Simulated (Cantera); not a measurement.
Cantera run, input and output.

```python
import numpy as np
import cantera as ct

gas = ct.Solution("gri30.yaml")


def delay(T, t_max=10):
    gas.TPX = T, 1700000, {'C3H8': 1, 'O2': 6.58, 'N2': 24.7}
    reactor = ct.IdealGasConstPressureReactor(gas, clone=False)
    net = ct.ReactorNet([reactor])
    net.rtol, net.atol = 1e-8, 1e-16
    while net.time < t_max:
        t_old, T_old = net.time, reactor.T
        net.step()
        if reactor.T > T + 400:  # ignition: a rise of 400 K
            return t_old + (T + 400 - T_old) / (reactor.T - T_old) * (net.time - t_old)
    return np.nan


taus = []
for T in [1148, 1198, 1248, 1298, 1348, 1398, 1448]:
    taus.append(delay(T))
    print(f"T0 = {T:6g} K   tau = {taus[-1]:.4e} s")
```

It prints:

```
T0 =   1148 K   tau = 2.6204e-03 s
T0 =   1198 K   tau = 1.1104e-03 s
T0 =   1248 K   tau = 4.8237e-04 s
T0 =   1298 K   tau = 2.1701e-04 s
T0 =   1348 K   tau = 1.0231e-04 s
T0 =   1398 K   tau = 5.1027e-05 s
T0 =   1448 K   tau = 2.7072e-05 s
```

Computed with Cantera and GRI-Mech 3.0 (53 species, 325 reactions). GRI-Mech 3.0 was tuned for natural gas; its chemistry of propane as a main component is partial and can be far from experiment. The pressure lies above the range GRI-Mech 3.0 was tuned for (to about 10 atm).
